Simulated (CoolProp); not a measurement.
Values from CoolProp's reference Helmholtz-energy equation of state, Fiedler 2023.

Q: For tetrahydrofuran, give the phase and the density (kg/m³), cp (kJ/(kg K)), isothermal compressibility (1/MPa), expansivity (1/kK) at -12.05 °C and 0.485 MPa; 6.75 °C and 0.485 MPa; 25.55 °C and 0.485 MPa.

A: 
- -12.05 °C and 0.485 MPa: liquid; density 922, cp 1.60, isothermal compressibility 0.000744, expansivity 1.16
- 6.75 °C and 0.485 MPa: liquid; density 902, cp 1.66, isothermal compressibility 0.000860, expansivity 1.20
- 25.55 °C and 0.485 MPa: liquid; density 882, cp 1.73, isothermal compressibility 0.00100, expansivity 1.25
